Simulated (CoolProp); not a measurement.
Vapour-liquid equilibrium of R134a (1) + dimethyl ether (2) at 1140 kPa; x and y are mole fractions of (1).

Computed with CoolProp (multi-fluid Helmholtz-energy mixture model, Tillner-Roth 1994 and Wu 2011; pair parameters Bell 2016).

Give the bubble temperature and the first vapour's composition at x = 0.55, 0.75, 0.95. Is there an azeotrope?

x = 0.55: 49.0 °C, y = 0.585; x = 0.75: 47.1 °C, y = 0.786; x = 0.95: 44.9 °C, y = 0.960. y crosses x between x = 0.15 and 0.25: the model has an azeotrope there.

Pair parameters are fitted to limited data, so mixtures are less certain than the pure fluids.
